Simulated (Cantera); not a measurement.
A perfectly stirred reactor is fed with NO : N2 = 1 : 13 (molar parts), at 1.60 bar; it is held at 1825 K, and followed from long to short residence time.

Cantera simulation using GRI-Mech 3.0 (53 species, 325 reactions); the numbers are that mechanism's predictions, not measurements.

x: mole fraction; the columns are a selection and need not sum to one.

```csv
τ (s),x NO,x N2,x N2O,x NO2,x O,x O2
17,0.0347,0.947,6.45e-7,3.12e-5,1.68e-5,0.0183
6.7,0.0487,0.940,1.13e-6,3.48e-5,1.34e-5,0.0113
2.7,[?],0.935,[?],[?],[?],[?]
1.1,0.0660,0.931,1.98e-6,2.56e-5,7.33e-6,0.00269
0.43,0.0692,0.930,2.16e-6,2.00e-5,5.49e-6,0.00109
0.17,0.0705,0.929,2.23e-6,1.66e-5,4.50e-6,0.000430
0.070,0.0711,0.929,2.24e-6,1.48e-5,3.99e-6,0.000171
0.028,0.0713,0.929,2.21e-6,[?],[?],[?]
0.011,0.0714,0.929,2.10e-6,1.17e-5,3.17e-6,1.98e-5
0.0045,0.0714,0.929,1.88e-6,8.70e-6,2.40e-6,4.83e-6
```

### Question
What belongs in the gaps?

### Answer

- 2.7, x NO: 0.0595
- 2.7, x N2O: 1.63e-6
- 2.7, x NO2: 3.18e-5
- 2.7, x O: 1.00e-5
- 2.7, x O2: 0.00591
- 0.028, x NO2: 1.35e-5
- 0.028, x O: 3.63e-6
- 0.028, x O2: 6.29e-5
